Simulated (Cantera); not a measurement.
Charge: 1 mol Si3N4, 0.32 mol Si, 0.61 mol H2, held at 2600 °C and 10.0 mbar.

Method: chemical equilibrium by Gibbs-energy minimisation in Cantera with the NASA 1993 tables (ideal gas, pure condensed phases). Candidate condensed phases: Si, Si3N4; 18 gas species. The tables' values for SiN are old estimates; treat these amounts as uncertain. The numbers say what is thermodynamically allowed, not how fast it happens.

Base state: Si 0.513, N2 0.312, H 0.149, H2 0.0202, Si2 0.00210, SiN 0.00177, SiH 0.00117, Si2N 0.000120 (mole fractions); condensed: gas only.

**Question.** What changes in the equilibrium state with this change: Si3N4 replaced by SiC?

**Answer.** 
```csv
species,before,after
Si,0.513,0.350
H,0.149,0.328
SiC2,0,0.195
N2,0.312,0
Si2C,0,0.0134
H2,0.0202,0.0972
C3,0,0.00600
C2H2 (acetylene),0,0.00352
SiN,0.00177,0
```
Gases not in the tables: Si2H6 and higher silanes. Further candidate phases: C, C6H6, C7H8, C8H18, SiC.

**Question.** What changes in the equilibrium state with this change: temperature from 2600 °C to 1327 °C?

**Answer.** 
| species | before | after |
|---|---|---|
| H2 | 0.0202 | 0.970 |
| N2 | 0.312 | 0.0299 |
| H | 0.149 | 0.000535 |
| Si | 0.513 | 9.75e-6 |
| Si2 | 0.00210 | 2.43e-8 |
| N | 3.31e-5 | <1e-9 |
| SiN | 0.00177 | 1.45e-7 |
| Si3 | 3.06e-5 | 5.32e-9 |
| Si(s), mol | 0 | 0.348 |
| Si3N4(s), mol | 0 | 0.991 |
Mutual solubility and eutectic melting of coexisting phases are not modelled.
